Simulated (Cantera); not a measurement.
What does this Cantera script print?

```python
import numpy as np
import cantera as ct

gas = ct.Solution("gri30.yaml")


def delay(T, t_max=10):
    gas.TPX = T, 101325, {'CO': 1, 'H2': 1, 'O2': 0.714, 'N2': 2.69}
    reactor = ct.IdealGasConstPressureReactor(gas, clone=False)
    net = ct.ReactorNet([reactor])
    net.rtol, net.atol = 1e-8, 1e-16
    while net.time < t_max:
        t_old, T_old = net.time, reactor.T
        net.step()
        if reactor.T > T + 400:  # ignition: a rise of 400 K
            return t_old + (T + 400 - T_old) / (reactor.T - T_old) * (net.time - t_old)
    return np.nan


taus = []
for T in [1323, 1398, 1473, 1548, 1623, 1698, 1773]:
    taus.append(delay(T))
    print(f"T0 = {T:6g} K   tau = {taus[-1]:.4e} s")
```

Result:

```
T0 =   1323 K   tau = 3.5002e-05 s
T0 =   1398 K   tau = 2.8691e-05 s
T0 =   1473 K   tau = 2.4958e-05 s
T0 =   1548 K   tau = 2.2891e-05 s
T0 =   1623 K   tau = 2.2015e-05 s
T0 =   1698 K   tau = 2.2063e-05 s
T0 =   1773 K   tau = 2.2849e-05 s
```

Cantera simulation using GRI-Mech 3.0 (53 species, 325 reactions); the numbers are that mechanism's predictions, not measurements. Where the delays flatten at high temperature, the 400 K rule measures the pace of heat release, not the induction time.
